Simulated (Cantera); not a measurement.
A perfectly stirred reactor is fed with C2H6 : N2 = 1 : 44 (molar parts), at 1.20 bar; it is held at 1300 K, and followed from long to short residence time.

Model: GRI-Mech 3.0 (53 species, 325 reactions), integrated in Cantera. GRI-Mech 3.0 stops at C3 and has no aromatics, soot or wall deposition, so with more carbon than oxygen in the feed, carbon stays in small species such as C2H2 where larger ones or solid carbon would form.

Task: What does this change do: N2 44 to 120 parts?

Result: 
```csv
quantity,before,after
x(C2H6) at τ = 11.0 s,4.77e-5,2.31e-5
x(CH2) at τ = 11.0 s,3.80e-11,4.83e-11
x(H2) at τ = 11.0 s,0.0309,0.0119
x(C2H2) at τ = 11.0 s,0.0161,0.00642
x(C2H4) at τ = 11.0 s,0.00200,0.000401
x(C2H6) at τ = 70.0 ms,0.00128,0.000596
x(CH2) at τ = 70.0 ms,1.03e-9,1.44e-9
x(H2) at τ = 70.0 ms,0.0278,0.0107
x(C2H2) at τ = 70.0 ms,0.0113,0.00438
x(C2H4) at τ = 70.0 ms,0.00705,0.00255
```
